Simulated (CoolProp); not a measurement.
Vapour-liquid equilibrium of carbon dioxide (1) + CHF3 (R23) (2) at 255.5 K; x and y are mole fractions of (1).

Computed with CoolProp (multi-fluid Helmholtz-energy mixture model, Span 1996 and Penoncello 2003; pair parameters Bell 2016).

```tsv
x	bubble pressure (bar)	y at the bubble point	dew pressure at overall composition x (bar)	liquid density (mol/L)
0.05	15.42	0.068	15.31	16.70
0.125	?	0.165	15.78	17.05
0.2	16.64	0.256	16.26	17.43
0.275	17.22	0.340	16.77	17.82
0.35	17.78	0.420	17.29	?
0.425	18.31	0.495	17.82	18.68
0.5	18.81	0.566	18.35	19.15
0.575	?	0.634	18.88	19.65
0.65	?	0.699	19.39	?
0.725	20.10	0.763	19.87	20.75
0.8	20.45	0.827	20.31	21.36
0.875	20.76	0.890	20.69	22.01
0.95	21.02	0.955	21.00	?
```

### Question
Some entries are withheld; supply them.

### Answer

- 0.125, bubble pressure (bar): 16.03
- 0.35, liquid density (mol/L): 18.24
- 0.575, bubble pressure (bar): 19.28
- 0.65, bubble pressure (bar): 19.71
- 0.65, liquid density (mol/L): 20.18
- 0.95, liquid density (mol/L): 22.70

No azeotrope shows between x = 0.05 and 0.95.

The pair parameters rest on a limited set of measurements; away from them the model extrapolates.
